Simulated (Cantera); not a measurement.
An isothermal, constant-pressure homogeneous reactor starts with 21.8 % CH4, 78.2 % H2, at 1800 K and 0.173 Torr.

Detailed kinetics in Cantera: GRI-Mech 3.0 (53 species, 325 reactions). GRI-Mech 3.0 stops at C3 and has no aromatics, soot or wall deposition, so with more carbon than oxygen in the feed, carbon stays in small species such as C2H2 where larger ones or solid carbon would form. Radical loss at walls, strong at low pressure, is not modelled.

One state of this run: x CH4 = 0.00648; x H2 = 0.902; x H = 0.00405; x C2H = 3.40e-6; x CH2 = 2.57e-6; x C2H6 = 1.28e-7. x: mole fraction; the columns are a selection and need not sum to one.

Question: Which value of t (s) does it belong to?
(A) 20.0
(B) 2.46
(C) 0.0374
(D) 0.000199

Answer: A, 20.0
